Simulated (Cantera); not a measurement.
**Premixed flame**

A freely propagating, adiabatic, planar premixed flame of H2 : O2 : N2 = 1 : 0.833 : 2.17 (molar parts), equivalence ratio 0.60, unburnt at 600 K and 230000 Pa; mixture-averaged transport, grid criteria slope 0.08 and curve 0.16, no radiation.

Detailed kinetics in Cantera: the H2/O2 subset of GRI-Mech 3.0, which has no nitrogen chemistry. The hydrogen kinetics of GRI-Mech 3.0 are dated; newer H2 mechanisms differ, most at raised pressure. Burning velocities carry a grid error of a few per cent, more on coarse grids. Lean hydrogen flames are cellular in practice and burn faster than this planar one.

| z (mm) | T (K) | u (m/s) | x H2 | x O2 | x O | x OH | x HO2 | x H |
|---|---|---|---|---|---|---|---|---|
| -0.399 | 600 | 6.17 | 0.250 | 0.208 | <1e-8 | <1e-8 | <1e-8 | <1e-8 |
| -0.266 | 600 | 6.17 | 0.250 | 0.208 | <1e-8 | <1e-8 | <1e-8 | <1e-8 |
| -0.200 | 600 | 6.17 | 0.250 | 0.208 | <1e-8 | <1e-8 | 4.58e-8 | <1e-8 |
| -0.133 | 600 | 6.17 | 0.249 | 0.208 | 3.78e-8 | <1e-8 | 2.46e-6 | 1.52e-8 |
| -0.0665 | 638 | 6.45 | 0.234 | 0.211 | 1.47e-5 | 7.54e-5 | 0.000459 | 9.78e-5 |
| -0.0333 | 894 | 8.73 | 0.188 | 0.206 | 0.000553 | 0.00119 | 0.000519 | 0.00341 |
| 0 | 1320 | 12.5 | 0.105 | 0.170 | 0.00580 | 0.00505 | 0.000275 | 0.0167 |
| 0.0333 | 1637 | 15.4 | 0.0429 | 0.121 | 0.0138 | 0.0130 | 0.000155 | 0.0244 |
| 0.0665 | 1810 | 16.9 | 0.0231 | 0.102 | 0.0162 | 0.0179 | 0.000101 | 0.0213 |
| 0.133 | 1988 | 18.4 | 0.0156 | 0.0948 | 0.0136 | 0.0207 | 6.01e-5 | 0.0134 |
| 0.266 | 2141 | 19.6 | 0.0107 | 0.0930 | 0.00904 | 0.0201 | 3.30e-5 | 0.00663 |
| 0.532 | 2257 | 20.5 | 0.00613 | 0.0927 | 0.00500 | 0.0170 | 1.77e-5 | 0.00257 |
| 1.06 | 2327 | 21.1 | 0.00311 | 0.0934 | 0.00251 | 0.0129 | 1.20e-5 | 0.000879 |
x: mole fraction of selected species; z is measured from the peak of heat release.

```
Quantity                     Value
------------------------  --------
laminar burning velocity  617 cm/s
thermal thickness         0.133 mm
peak x(O)                   0.0162
peak x(OH)                  0.0208
peak x(HO2)               0.000671
peak x(H)                   0.0244
```
